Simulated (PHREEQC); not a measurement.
Make-up at 20 °C: 16 mmol/kgw ZnSO4. Closed to the air; pH follows from the charge balance.

Equilibrium calculation in PHREEQC: ion-association model, wateq4f.dat.

Task: The ionic strength comes out as 0.0403 mol/kgw. What activity coefficients do Zn(SO4)2-2, H+, Zn+2, ZnOH+, SO4-2 get?

Result: Zn(SO4)2-2 0.49, H+ 0.86, Zn+2 0.51, ZnOH+ 0.84, SO4-2 0.49.

No solid was allowed to form. Species that the database lacks are ignored.
